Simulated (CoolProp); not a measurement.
Vapour-liquid equilibrium of acetone (1) + benzene (2) at 324.7 K; x and y are mole fractions of (1).

Model: multi-fluid Helmholtz-energy mixture model, Lemmon 2006 and Thol 2012; pair parameters Bell 2016, in CoolProp.

| x | bubble pressure (bar) | y at the bubble point | dew pressure at overall composition x (bar) | liquid density (mol/L) |
|---|---|---|---|---|
| 0.05 | 0.4265 | 0.142 | 0.3980 | 10.90 |
| 0.15 | 0.4995 | 0.335 | 0.4292 | 11.07 |
| 0.25 | 0.5606 | 0.466 | 0.4649 | 11.25 |
| 0.35 | 0.6132 | 0.565 | 0.5058 | 11.44 |
| 0.45 | 0.6600 | 0.647 | 0.5524 | 11.64 |
| 0.55 | 0.7025 | 0.717 | 0.6047 | 11.85 |
| 0.65 | 0.7420 | 0.783 | 0.6620 | 12.08 |
| 0.75 | 0.7793 | 0.845 | 0.7222 | 12.32 |
| 0.85 | 0.8149 | 0.906 | 0.7823 | 12.57 |
| 0.95 | 0.8492 | 0.968 | 0.8393 | 12.84 |

No azeotrope shows between x = 0.05 and 0.95.

Pair parameters are fitted to limited data, so mixtures are less certain than the pure fluids.
